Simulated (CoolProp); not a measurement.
R123 along the isobar 2.46 MPa: Z from the reference equation and from simpler models built on Tc = 183.7 °C, pc = 3.662 MPa, ω = 0.282; each cubic takes its own stable root.

Values from CoolProp's reference Helmholtz-energy equation of state, Younglove 1994. It is a modified Benedict-Webb-Rubin equation, recast in Helmholtz form.

```json
[
 {"T (°C)": "-58.55", "phase": "liquid", "reference": "0.1266", "van der Waals": "0.2128", "Redlich-Kwong": "0.1438", "Soave-Redlich-Kwong": "0.1409"},
 {"T (°C)": "-33.15", "phase": "liquid", "reference": "0.1172", "van der Waals": "0.1959", "Redlich-Kwong": "0.1328", "Soave-Redlich-Kwong": "0.1296"},
 {"T (°C)": "-7.65", "phase": "liquid", "reference": "0.1100", "van der Waals": "0.1828", "Redlich-Kwong": "0.1247", "Soave-Redlich-Kwong": "0.1210"},
 {"T (°C)": "17.75", "phase": "liquid", "reference": "0.1045", "van der Waals": "0.1729", "Redlich-Kwong": "0.1188", "Soave-Redlich-Kwong": "0.1147"},
 {"T (°C)": "43.25", "phase": "liquid", "reference": "0.1004", "van der Waals": "0.1656", "Redlich-Kwong": "0.1148", "Soave-Redlich-Kwong": "0.1103"},
 {"T (°C)": "68.65", "phase": "liquid", "reference": "0.09769", "van der Waals": "0.1609", "Redlich-Kwong": "0.1128", "Soave-Redlich-Kwong": "0.1078"},
 {"T (°C)": "94.15", "phase": "liquid", "reference": "0.09634", "van der Waals": "0.1589", "Redlich-Kwong": "0.1129", "Soave-Redlich-Kwong": "0.1075"},
 {"T (°C)": "119.55", "phase": "liquid", "reference": "0.09679", "van der Waals": "0.1610", "Redlich-Kwong": "0.1163", "Soave-Redlich-Kwong": "0.1102"},
 {"T (°C)": "145.05", "phase": "liquid", "reference": "0.1006", "van der Waals": "0.6377", "Redlich-Kwong": "0.1265", "Soave-Redlich-Kwong": "0.1191"},
 {"T (°C)": "170.45", "phase": "gas", "reference": "0.6579", "van der Waals": "0.7185", "Redlich-Kwong": "0.6783", "Soave-Redlich-Kwong": "0.6698"},
 {"T (°C)": "195.95", "phase": "gas", "reference": "0.7474", "van der Waals": "0.7697", "Redlich-Kwong": "0.7480", "Soave-Redlich-Kwong": "0.7532"},
 {"T (°C)": "221.35", "phase": "gas", "reference": "0.8026", "van der Waals": "0.8065", "Redlich-Kwong": "0.7950", "Soave-Redlich-Kwong": "0.8073"}
]
```

At some of these states van der Waals gives the other phase, because its saturation line lies elsewhere.
